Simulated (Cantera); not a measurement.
Adiabatic ignition

An adiabatic, constant-pressure homogeneous reactor starts with CO : H₂ : CH₄ : O₂ : N₂ = 1 : 0.12 : 0.23 : 1.96 : 7.38 (molar parts), equivalence ratio 0.52, at 1773 K and 12000 Torr.

Computed with Cantera and GRI-Mech 3.0 (53 species, 325 reactions). The pressure lies above the range GRI-Mech 3.0 was tuned for (to about 10 atm).

```
t (s)     T (K)    x CO      x H₂   x CH₄    x O₂      x NO
--------  -----  ------  --------  ------  ------  --------
3.00e-6    1807  0.0936    0.0107  0.0169   0.178   4.45e-9
9.53e-6    2701  0.0239   0.00145  <1e-12  0.0974  0.000304
3.03e-5    2804  0.0136  0.000921  <1e-12  0.0936   0.00173
9.62e-5    2799  0.0134  0.000911  <1e-12  0.0917   0.00565
0.000306   2787  0.0130  0.000893  <1e-12  0.0877    0.0137
0.000972   2776  0.0127  0.000877  <1e-12  0.0843    0.0206
0.00309    2775  0.0127  0.000875  <1e-12  0.0839    0.0214
0.00981    2775  0.0127  0.000875  <1e-12  0.0839    0.0214
0.0312     2775  0.0127  0.000875  <1e-12  0.0839    0.0214
0.0990     2775  0.0127  0.000875  <1e-12  0.0839    0.0214
0.315      2775  0.0127  0.000875  <1e-12  0.0839    0.0214
1.00       2775  0.0127  0.000875  <1e-12  0.0839    0.0214
```
x: mole fraction; the columns are a selection and need not sum to one.

```
Item                                                                   Value
---------------------------------  -----------------------------------------
time of steepest temperature rise                                    4.18 µs
temperature at 1.00 s                                                 2775 K
equilibrium temperature                                               2775 K
x(CO) at 1.00 s                        0.0127 (gas-phase equilibrium 0.0127)
x(H₂) at 1.00 s                    0.000875 (gas-phase equilibrium 0.000875)
x(CH₄) at 1.00 s                       <1e-12 (gas-phase equilibrium <1e-12)
```
